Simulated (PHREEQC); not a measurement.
Make-up at 20 °C: 32 mmol/kgw CuSO4, 8.6 mmol/kgw HNO3 and 27 mmol/kgw FeCl3. Closed to the air; pH follows from the charge balance.

Equilibrium calculation in PHREEQC: ion-association model, phreeqc.dat.

| quantity | before | after |
|---|---|---|
| pH | 2.17 | 2.28 |
| ionic strength (mol/kgw) | 0.154 | 0.209 |
| Cl- (mol/kgw) | 0.0763 | 0.0792 |

Which change was made?
A. temperature from 20 to 60 °C
B. CuSO4 replaced by Al2(SO4)3 at the same molality
C. HNO3 left out
D. CuSO4 left out
E. FeCl3 replaced by NaCl at the same molality

B, CuSO4 replaced by Al2(SO4)3 at the same molality

No solid was allowed to form. Some of these states are supersaturated (in Hematite (slow to form), Goethite (slow to form), for instance).
